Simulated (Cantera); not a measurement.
Input: 1 mol Al, 4.9 mol HCl, held at 9.30e-5 bar.

Method: chemical equilibrium by Gibbs-energy minimisation in Cantera with the NASA 1993 tables (ideal gas, pure condensed phases). Candidate condensed phases: Al, AlCl3; 12 gas species. The tables' values for AlCl2 are old estimates; treat these amounts as uncertain. Kinetics and transport are ignored.

x: gas mole fraction; nothing condenses.

| T (K) | x HCl | x H2 | x AlCl3 | x AlCl | x AlCl2 | x Cl |
|---|---|---|---|---|---|---|
| 823 | 0.432 | 0.341 | 0.227 | 3.10e-11 | 8.82e-8 | [?] |
| 873 | 0.432 | 0.341 | 0.227 | 5.42e-10 | 5.01e-7 | [?] |
| 923 | 0.432 | 0.341 | 0.227 | 6.93e-9 | 2.35e-6 | [?] |
| 973 | 0.432 | 0.341 | 0.227 | 6.78e-8 | 9.39e-6 | [?] |
| 1023 | 0.432 | 0.341 | 0.227 | 5.29e-7 | 3.27e-5 | [?] |
| 1073 | 0.432 | 0.341 | 0.227 | 3.40e-6 | 0.000101 | [?] |
| 1123 | 0.432 | 0.341 | 0.227 | 1.84e-5 | 0.000281 | [?] |
| 1173 | 0.433 | 0.340 | 0.226 | 8.59e-5 | 0.000715 | [?] |
| 1223 | 0.434 | 0.339 | 0.225 | 0.000349 | 0.00167 | [?] |
| 1273 | 0.437 | 0.337 | 0.222 | 0.00124 | 0.00359 | [?] |
| 1323 | 0.443 | 0.331 | 0.215 | 0.00382 | 0.00703 | [?] |
| 1373 | 0.457 | 0.319 | 0.201 | 0.00991 | 0.0123 | [?] |
| 1423 | 0.479 | 0.300 | 0.180 | 0.0212 | 0.0190 | [?] |

Q: Fill in the missing entries.

A: 
- 823, x Cl: 5.74e-10
- 873, x Cl: 3.55e-9
- 923, x Cl: 1.81e-8
- 973, x Cl: 7.81e-8
- 1023, x Cl: 2.93e-7
- 1073, x Cl: 9.72e-7
- 1123, x Cl: 2.90e-6
- 1173, x Cl: 7.93e-6
- 1223, x Cl: 2.00e-5
- 1273, x Cl: 4.72e-5
- 1323, x Cl: 0.000106
- 1373, x Cl: 0.000231
- 1423, x Cl: 0.000494
